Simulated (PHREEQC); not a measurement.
# Sulfide liquor (model solution)

Make-up at 80 °C: 0.87 mmol/kgw H2S, 0.28 mmol/kgw HCl and 11 mmol/kgw ZnCl2. Closed to the air; pH follows from the charge balance.

Equilibrium calculation in PHREEQC: ion-association model, phreeqc.dat.

Each row changes one thing in this solution. No solid was allowed to form.

```tsv
case	pH	ionic strength (mol/kgw)	Cl- (mol/kgw)	H2S (mol/kgw)	HS- (mol/kgw)
as made	3.02	0.0291	0.0204	3.50e-5	1.27e-8
ZnCl2 left out	3.56	0.000281	0.000280	0.000869	9.29e-7
temperature from 80 to 20 °C	3.03	0.0324	0.0220	8.62e-5	1.09e-8
HCl from 0.00028 to 0.000252 mol/kgw	3.03	0.0291	0.0204	3.42e-5	1.27e-8
H2S from 0.00087 to 0.000783 mol/kgw	3.05	0.0291	0.0204	3.07e-5	1.20e-8
temperature from 80 to 5 °C	3.05	0.0326	0.0221	0.000138	1.04e-8
H2S replaced by NaHS at the same molality	3.63	0.0291	0.0204	8.69e-6	1.29e-8
ZnCl2 from 0.011 to 0.0121 mol/kgw	3.02	0.0318	0.0222	3.39e-5	1.24e-8
```

Complexes and solids missing from the database can't appear. Some of these states are supersaturated (in Sphalerite (slow to form), for instance). Constants without temperature data keep their 25 °C values here.
